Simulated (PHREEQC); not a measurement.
Alkaline etch or developer (model solution)

A solution holds 0.0028 mol/kgw TMAH, 3.8e-06 mol/kgw CO2 and 0.016 mol/kgw K2CO3, at 25 °C. Closed to the air; pH follows from the charge balance.

Equilibrium calculation in PHREEQC: ion-association model, phreeqc.dat.

Each row changes one thing in this solution. No solid was allowed to form.

| case | pH | ionic strength (mol/kgw) | CO3-2 (mol/kgw) | HCO3- (mol/kgw) | CO2 (mol/kgw) |
|---|---|---|---|---|---|
| as made | 11.44 | 0.0501 | 0.0153 | 0.000669 | 4.44e-9 |
| CO2 left out | 11.44 | 0.0501 | 0.0153 | 0.000668 | 4.42e-9 |
| diluted 100-fold with water | [?] | 0.000409 | 6.10e-5 | 9.90e-5 | 1.78e-8 |
| temperature from 25 to 35 °C | [?] | 0.0498 | 0.0150 | 0.00102 | 1.16e-8 |
| diluted 5-fold with water | [?] | 0.00969 | 0.00273 | 0.000472 | 1.05e-8 |
| K2CO3 from 0.016 to 0.024 mol/kgw | [?] | 0.0739 | 0.0231 | 0.000901 | 5.61e-9 |

Some entries are withheld; supply them.


- diluted 100-fold with water, pH: 10.09
- temperature from 25 to 35 °C, pH: 11.17
- diluted 5-fold with water, pH: 10.96
- K2CO3 from 0.016 to 0.024 mol/kgw, pH: 11.46

Species that the database lacks are ignored. (CH3)4N+ isn't in the database: it is added as a free cation with an ion size of 4 Å.
